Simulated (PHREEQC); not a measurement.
PHREEQC input (ion-association model, wateq4f.dat):

```
SOLUTION_MASTER_SPECIES
  An  An-  0  An  62.0  # stands for a non-complexing anion
SOLUTION_SPECIES
  An- = An-
    -log_k 0
    -gamma 3.0 0
PHASES
  Fix_H+
    H+ = H+
    -log_k 0
SOLUTION 1
  temp 25
  units mmol/kgw
  pH 7 charge
  Na 5
  An 5
END
SELECTED_OUTPUT 1
  -reset false
  -pH true
  -pe true
  -ionic_strength true
  -water true
  -totals Na
  -molalities Hfo_wOH Hfo_wOH2+ Hfo_wO- Hfo_sOH Hfo_sOH2+ Hfo_sO-
USER_PUNCH 1
  -headings sigma psi
  10 PUNCH EDL("sigma", "Hfo"), EDL("psi", "Hfo")
PRINT
  -reset false
USE solution 1
SURFACE 1
  Hfo_wOH 0.0018427 600 0.82
  Hfo_sOH 4.60674e-05
EQUILIBRIUM_PHASES 1
  Fix_H+ -4 HAn 10
    -force_equality true
  O2(g) -0.68 10
END
# ... the last block is repeated for the other 12 points of pH, with NaOH or the acid as the point needs
```

Selected output (columns that matter, 13 of 13 rows; pH added in front):

```
pH	mu	Na	m_Hfo_wOH	m_Hfo_wOH2+	m_Hfo_wO-	m_Hfo_sOH	m_Hfo_sOH2+	m_Hfo_sO-	sigma	psi
4	0.0055826	0.005	0.00087819	0.00094583	1.8679e-05	2.1955e-05	2.3646e-05	4.6699e-07	0.18638	0.19272
4.5	0.0053741	0.005	0.0011001	0.00070315	3.9431e-05	2.7503e-05	1.7579e-05	9.8577e-07	0.13343	0.17654
5	0.0052439	0.005	0.0012507	0.00052353	6.8451e-05	3.1268e-05	1.3088e-05	1.7113e-06	0.091484	0.15784
5.5	0.0051567	0.005	0.001339	0.00040139	0.00010233	3.3475e-05	1.0035e-05	2.5582e-06	0.060119	0.13684
6	0.0050974	0.005	0.0013836	0.00032352	0.00013556	3.459e-05	8.088e-06	3.389e-06	0.037786	0.11365
6.5	0.005058	0.005	0.0014033	0.00027596	0.00016347	3.5082e-05	6.8991e-06	4.0867e-06	0.022615	0.088515
7	0.0050323	0.005	0.001411	0.00024728	0.00018444	3.5274e-05	6.182e-06	4.611e-06	0.012632	0.061897
7.5	0.0050152	0.005	0.0014137	0.00022933	0.00019965	3.5343e-05	5.7333e-06	4.9911e-06	0.0059683	0.034304
8	0.0050026	0.005	0.0014145	0.00021661	0.00021161	3.5362e-05	5.4151e-06	5.2902e-06	0.0010049	0.0062072
8.5	0.0050127	0.0050221	0.0014142	0.00020513	0.00022335	3.5355e-05	5.1284e-06	5.5838e-06	-0.0036622	-0.021978
9	0.0050348	0.0050587	0.0014126	0.00019169	0.00023846	3.5314e-05	4.7922e-06	5.9615e-06	-0.0094028	-0.049844
9.5	0.0050795	0.0051247	0.0014076	0.00017342	0.00026172	3.5189e-05	4.3354e-06	6.5431e-06	-0.017753	-0.07694
10	0.0051863	0.0052643	0.0013941	0.00014817	0.00030047	3.4851e-05	3.7042e-06	7.5118e-06	-0.030617	-0.10272
```
